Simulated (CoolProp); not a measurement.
Properties of methanol along the isotherm 2.55 °C (Tc = 240.2 °C, pc = 8.216 MPa, ω = 0.565).

Values from CoolProp's reference Helmholtz-energy equation of state, de Reuck 1993.

```csv
p (MPa),phase,density (kg/m³),expansivity (1/kK)
0.88,liquid,808.0,1.155
1.76,liquid,808.8,1.149
2.64,liquid,809.5,1.143
3.52,liquid,810.3,1.137
4.4,liquid,811.0,1.131
5.28,liquid,811.8,1.126
6.16,liquid,812.5,1.120
7.04,liquid,813.2,1.115
7.92,liquid,813.9,1.109
8.8,liquid,814.7,1.104
9.68,liquid,815.4,1.099
10.6,liquid,816.1,1.093
11.4,liquid,816.7,1.089
12.3,liquid,817.4,1.084
```
